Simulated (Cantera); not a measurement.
Mixture: CH3OH : O2 : N2 = 1 : 1.36 : 8.73 (molar parts), equivalence ratio 1.1, at 1280 Torr, adiabatic and at constant pressure. Ignition delay is the time to a rise of 400 K.

Model: GRI-Mech 3.0 (53 species, 325 reactions), integrated in Cantera. GRI-Mech 3.0 was tuned for natural gas; its chemistry of methanol as a main component is partial and can be far from experiment.

Problem. Predict: delay at 1173 K; delay at 1323 K; delay at 1473 K; delay at 1623 K; delay at 1773 K; apparent activation energy between 1698 and 1848 K.

Solution. delay at 1173 K: 10.6 ms
delay at 1323 K: 1.12 ms
delay at 1473 K: 0.213 ms
delay at 1623 K: 62.4 µs
delay at 1773 K: 26.1 µs
apparent activation energy between 1698 and 1848 K: 120 kJ/mol
